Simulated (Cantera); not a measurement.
Input: 1 mol Fe, 0.4 mol CO2, 6.6 mol CO, held at 1.00 Torr.

Cantera equilibrium calculation (NASA polynomials, part measured and part estimated; ideal gas, pure solids and liquids). Candidate condensed phases: C, Fe, Fe(CO)5, FeO, Fe2O3, Fe3O4; 15 gas species. Rates play no part.

Task: What share of the Fe ends up in condensed phases as a function of T (K), at 1500, 1550, 1600, 1650, 1700, 1750, 1800, 1850?

Result: 
```csv
T (K),Fe condensed (%),as
1500,99.9,Fe(γ)
1550,99.8,Fe(γ)
1600,99.4,Fe(γ)
1650,98.6,Fe(γ)
1700,96.7,Fe(δ)
1750,92.6,Fe(δ)
1800,84.1,Fe(δ)
1850,67.7,Fe(l)
```
